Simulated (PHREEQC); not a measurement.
Reverse-osmosis permeate: speciation

Model water analysis in mg/kgw, 85 °C, pH 5.9, pe 11.8: Na 12.1; K 1.52; Ca 3.28; Mg 1.07; Cl 9.86; S(6) as SO4 10.4; Alkalinity as HCO3 20.8; O(0) (dissolved oxygen) 0.497; Li 0.000938.

Na is adjusted to close the charge balance.
Valence states are taken as typed.

All values are PHREEQC results (ion-association model, wateq4f.dat), not measurements.

The ionic strength is 0.00105 mol/kgw.

| species | molality | activity | log γ |
|---|---|---|---|
| CO2 | 0.000938 | 0.000938 | 0.000 |
| Na+ | 0.000544 | 0.000522 | -0.018 |
| HCO3- | 0.000341 | 0.000327 | -0.018 |
| Cl- | 0.000278 | 0.000267 | -0.018 |
| SO4-2 | 0.000103 | 8.77e-5 | -0.071 |
| Ca+2 | 7.95e-5 | 6.75e-5 | -0.071 |
| Mg+2 | 4.11e-5 | 3.50e-5 | -0.070 |
| K+ | 3.88e-5 | 3.72e-5 | -0.018 |
| O2 | 1.55e-5 | 1.55e-5 | 0.000 |
| MgSO4 | 2.60e-6 | 2.61e-6 | 0.000 |
| CaSO4 | 1.88e-6 | 1.88e-6 | 0.000 |
| H+ | 1.31e-6 | 1.26e-6 | -0.017 |

Precipitation was switched off in this run. Complexes and solids missing from the database can't appear. Constants without temperature data keep their 25 °C values here.
